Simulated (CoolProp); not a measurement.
Values from CoolProp's reference Helmholtz-energy equation of state, Lemmon 2006. It is a short technical equation, of lower accuracy than the large ones.

### Question
Give the vapour pressure (MPa), liquid density (kg/m³), vapour density (kg/m³), enthalpy of vaporisation (kJ/kg) of saturated R142b at 305.9 K.

### Answer
| T (K) | p (MPa) | liquid density (kg/m³) | vapour density (kg/m³) | enthalpy of vaporisation (kJ/kg) |
|---|---|---|---|---|
| 305.9 | 0.426 | 1090 | 18.9 | 197 |
